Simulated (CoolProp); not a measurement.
Vapour-liquid equilibrium of R227EA (1) + isobutene (2) at -7.35 °C; x and y are mole fractions of (1).

Values from CoolProp's multi-fluid Helmholtz-energy mixture model, Lemmon 2016 and Lemmon 2005; pair parameters Bell 2016.

| x | bubble pressure, mixture model (kPa) | bubble pressure, Raoult's law (kPa) | y, mixture model | y, Raoult's law |
|---|---|---|---|---|
| 0.05 | 118.8 | 102.3 | 0.191 | 0.072 |
| 0.125 | 137.7 | 105.9 | 0.340 | 0.174 |
| 0.2 | ___ | 109.4 | 0.421 | 0.269 |
| 0.275 | 156.6 | 112.9 | 0.474 | 0.358 |
| 0.35 | 161.3 | 116.5 | 0.512 | 0.442 |
| 0.425 | 164.4 | 120.0 | 0.544 | 0.521 |
| 0.5 | 166.5 | 123.5 | 0.574 | 0.595 |
| 0.575 | ___ | 127.1 | 0.606 | 0.666 |
| 0.65 | 168.1 | 130.6 | 0.643 | 0.732 |
| 0.725 | 167.2 | 134.2 | 0.688 | 0.795 |
| 0.8 | 164.8 | 137.7 | 0.744 | 0.855 |
| 0.875 | ___ | 141.2 | 0.817 | 0.912 |
| 0.95 | 153.5 | 144.8 | 0.915 | 0.965 |

Question: Some entries are withheld; supply them.

Answer: 
- 0.2, bubble pressure, mixture model (kPa): 149.3
- 0.575, bubble pressure, mixture model (kPa): 167.8
- 0.875, bubble pressure, mixture model (kPa): 160.4

The largest gap from Raoult's law is +38.7 % in bubble pressure, at x = 0.275. y crosses x between x = 0.575 and 0.65: the model has an azeotrope there.

The pair parameters rest on a limited set of measurements; away from them the model extrapolates.
